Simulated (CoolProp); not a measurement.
Vapour-liquid equilibrium of fluoroethane (R161) (1) + R1234yf (2) at 269.1 K; x and y are mole fractions of (1).

Values from CoolProp's multi-fluid Helmholtz-energy mixture model, Wu 2012 and Lemmon 2022; pair parameters Bell 2016.

```csv
x,"bubble pressure, mixture model (MPa)","bubble pressure, Raoult's law (MPa)","y, mixture model","y, Raoult's law"
0.05,[?],0.2800,0.072,0.068
0.2,[?],0.2960,[?],0.258
0.35,0.3216,0.3120,0.430,0.428
0.5,[?],0.3280,0.576,0.581
0.65,0.3539,0.3440,[?],0.721
0.8,[?],0.3600,[?],0.847
0.95,[?],0.3760,0.958,0.963
```

Complete the blanks.


- 0.05, bubble pressure, mixture model (MPa): 0.2819
- 0.2, bubble pressure, mixture model (MPa): 0.3026
- 0.2, y, mixture model: 0.264
- 0.5, bubble pressure, mixture model (MPa): 0.3388
- 0.65, y, mixture model: 0.708
- 0.8, bubble pressure, mixture model (MPa): 0.3671
- 0.8, y, mixture model: 0.833
- 0.95, bubble pressure, mixture model (MPa): 0.3781

The largest gap from Raoult's law is +3.3 % in bubble pressure, at x = 0.5. No azeotrope shows between x = 0.05 and 0.95.

Pair parameters are fitted to limited data, so mixtures are less certain than the pure fluids.
